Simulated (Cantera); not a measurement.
Feed: 1 mol (CH3)2SiCl2, 2.7 mol HCl, 3 mol H2, 0.21 mol CH4, at 0.260 bar.

Equilibrium computed with Cantera from the NASA thermochemical tables; the gas is ideal and each condensed phase is pure. Candidate condensed phases: C, C6H6, C7H8, C8H18, Si, SiC; 109 gas species. The feed counts by its element totals alone. The tables' values for SiCl3, SiCl are old estimates; treat these amounts as uncertain. Kinetics and transport are ignored.

x: gas mole fraction; n: condensed amount in mol.

| T (K) | x H2 | x HCl | x SiCl2 | x SiCl4 | n C(graphite) | n SiC(s) |
|---|---|---|---|---|---|---|
| 1375 | 0.608 | 0.359 | 0.00261 | 0.0238 | 1.53 | 0.679 |
| 1425 | 0.592 | 0.380 | 0.00394 | 0.0169 | 1.47 | 0.732 |
| 1475 | 0.580 | 0.396 | 0.00562 | 0.0116 | 1.44 | 0.769 |
| 1525 | 0.572 | 0.407 | 0.00759 | 0.00767 | 1.42 | 0.790 |
| 1575 | 0.567 | 0.413 | 0.00982 | 0.00498 | 1.41 | 0.799 |
| 1625 | 0.564 | 0.415 | 0.0123 | 0.00320 | 1.41 | 0.796 |
| 1675 | 0.563 | 0.415 | (withheld) | (withheld) | 1.42 | 0.786 |
| 1725 | 0.563 | 0.414 | 0.0176 | 0.00132 | 1.44 | 0.769 |
| 1775 | 0.564 | 0.410 | (withheld) | (withheld) | 1.46 | 0.749 |
| 1825 | 0.565 | 0.406 | 0.0235 | 0.000563 | 1.48 | 0.725 |
| 1875 | 0.567 | 0.401 | 0.0266 | 0.000374 | 1.51 | 0.699 |
| 1925 | 0.569 | 0.396 | 0.0297 | 0.000252 | 1.53 | 0.671 |
| 1975 | 0.571 | 0.390 | 0.0328 | 0.000171 | 1.56 | 0.642 |
| 2025 | 0.573 | 0.384 | 0.0360 | 0.000118 | 1.59 | 0.613 |

**Question.** Some entries are withheld; supply them.

**Answer.** 
- 1775, x SiCl2: 0.0205
- 1775, x SiCl4: 0.000858
- 1675, x SiCl2: 0.0149
- 1675, x SiCl4: 0.00205
